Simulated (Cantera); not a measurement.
## Halide evaporation, hydrolysis and transport: CuF2 + H2

Input: 1 mol CuF2, 0.27 mol H2, at 0.100 bar.

Method: chemical equilibrium by Gibbs-energy minimisation in Cantera with the NASA 1993 tables (ideal gas, pure condensed phases). Candidate condensed phases: Cu, CuF2; 15 gas species. Each liquid is taken as pure. Mutual solubility and eutectic melting of coexisting phases are not modelled. The numbers say what is thermodynamically allowed, not how fast it happens.

From 527 °C to 827 °C the condensed part is Cu(s) + CuF2(s). From 927 °C to 1027 °C the condensed part is Cu(s) + CuF2(l). At 1127 °C the condensed part is Cu(l) + CuF2(l). From 1227 °C to 1627 °C nothing is condensed. The main Cu-bearing gas is CuF throughout.

```tsv
T (°C)	x HF	x CuF	x CuF2	x F	x Cu	x H2F2	n Cu(s)	n CuF2(s)	n CuF2(l)	n Cu(l)
527	1.000	7.82e-8	5.40e-8	<1e-12	<1e-12	9.53e-6	0.270	0.730	0	0
627	1.000	4.89e-6	4.00e-6	<1e-12	1.80e-12	5.82e-6	0.270	0.730	0	0
727	1.000	0.000130	0.000120	6.95e-11	1.56e-10	3.93e-6	0.270	0.730	0	0
827	0.996	0.00186	0.00187	3.00e-9	5.95e-9	2.85e-6	0.269	0.728	0	0
927	0.975	0.0133	0.0113	5.46e-8	1.23e-7	2.11e-6	0.266	0	0.720	0
1027	0.885	0.0672	0.0481	6.16e-7	1.58e-6	1.40e-6	0.249	0	0.680	0
1127	0.578	0.260	0.162	4.96e-6	1.35e-5	5.00e-7	0	0	0.457	0.149
1227	0.351	0.351	0.299	4.69e-5	2.34e-5	1.58e-7	0	0	0	0
1327	0.351	0.351	0.298	0.000254	3.84e-5	1.38e-7	0	0	0	0
1427	0.350	0.351	0.297	0.00112	6.00e-5	1.24e-7	0	0	0	0
1527	0.349	0.353	0.293	0.00415	9.09e-5	1.11e-7	0	0	0	0
1627	0.346	0.359	0.282	0.0129	0.000139	1.01e-7	0	0	0	0
```
x: gas mole fraction; n: condensed amount in mol.
